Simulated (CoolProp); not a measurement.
Model: reference Helmholtz-energy equation of state, Schmidt 1985, in CoolProp.

Question: Give the vapour pressure (MPa), vapour density (kg/m³), liquid cp (kJ/(kg K)) of saturated oxygen at 109.9, 122.8, 129.2 K.

Answer: 
| T (K) | p (MPa) | vapour density (kg/m³) | liquid cp (kJ/(kg K)) |
|---|---|---|---|
| 109.9 | 0.540 | 21.1 | 1.81 |
| 122.8 | 1.20 | 46.1 | 1.98 |
| 129.2 | 1.68 | 65.5 | 2.13 |
